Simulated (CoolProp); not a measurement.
Chlorine at 284.28 K and 5.08 MPa is throttled through a valve to 2.18 MPa with no heat exchange. Each further row changes one setting.

The numbers come from the reference Helmholtz-energy equation of state, Thol 2021 in CoolProp.

| case | temperature change (K) | final density (kg/m³) |
|---|---|---|
| as stated | ? | 1440 |
| outlet pressure 0.654 MPa | ? | ? |
| outlet pressure 2.83 MPa | ? | 1440 |

Fill in the missing entries.


- as stated, temperature change (K): +0.9
- outlet pressure 0.654 MPa, temperature change (K): +1.3
- outlet pressure 0.654 MPa, final density (kg/m³): 1430
- outlet pressure 2.83 MPa, temperature change (K): +0.7
